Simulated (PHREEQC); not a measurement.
Model water analysis in mg/L, 25 °C, pH 2.12, pe 11.6:

| constituent | mg/L |
|---|---|
| Na | 365 |
| K | 2.87 |
| Ca | 409 |
| Mg | 74.2 |
| Cl | 335 |
| S(6) as SO4 | 2280 |
| Zn | 5.97 |
| Li | 0.195 |
| Cu(2) | 0.642 |

Valence states are taken as typed.

Computed with PHREEQC (ion-association model, wateq4f.dat).

No solid was allowed to form.

Task: Estimate the ionic strength.

Result: ionic strength 0.0641 mol/kgw.

Task: In which forms is Ca present?

Result: Ca+2 65 %, CaSO4 33 %, CaHSO4+ 1.8 % of the Ca.
